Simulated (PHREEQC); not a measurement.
Solution (25 °C): 0.0024 mol/kgw KHCO3 and 0.23 mol/kgw Na2SO4. Closed to the air; pH follows from the charge balance.

Equilibrium calculation in PHREEQC: ion-association model, phreeqc.dat.

No solid was allowed to form.

**Question.** Order these C species by the share of C that they hold, largest first: NaCO3-, CO2, CO3-2, NaHCO3, HCO3-.

**Answer.** HCO3- (88 %), NaHCO3 (8.4 %), CO2 (2.0 %), NaCO3- (1.2 %), CO3-2 (0.76 %)

The pH is 7.78 and the ionic strength 0.559 mol/kgw.
